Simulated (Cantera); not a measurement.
A closed system holds: 1 mol SiH4, 0.39 mol CH4, 750 mol H2, 0.48 mol HCl, at 3.53 Torr.

Cantera equilibrium calculation (NASA polynomials, part measured and part estimated; ideal gas, pure solids and liquids). Candidate condensed phases: C, C6H6, C7H8, C8H18, Si, SiC; 109 gas species. Gases not in the tables: Si2H6 and higher silanes. Kinetics and transport are ignored.

x: gas mole fraction; n: condensed amount in mol.

```csv
T (K),x H2,x H,x Si,x HCl,x C2H2 (acetylene),n SiC(s)
1823,0.992,0.00630,0.000709,0.000628,2.64e-7,0.383
1873,0.989,0.00936,0.000727,0.000627,2.26e-6,0.378
1923,0.985,___,0.000762,0.000624,___,0.352
1973,0.979,0.0195,0.000897,0.000620,8.62e-5,0.234
2023,0.971,0.0273,0.00117,0.000613,0.000226,0
2073,0.960,0.0376,0.00120,0.000606,0.000231,0
2123,0.947,___,0.00121,0.000596,0.000234,0
2173,0.930,0.0679,0.00122,0.000583,0.000234,0
2223,0.909,0.0891,0.00121,0.000567,0.000233,0
2273,0.883,0.115,0.00120,0.000548,0.000230,0
```

Task: What belongs in the gaps?

Result: 
- 1923, x H: 0.0136
- 1923, x C2H2 (acetylene): 1.66e-5
- 2123, x H: 0.0509
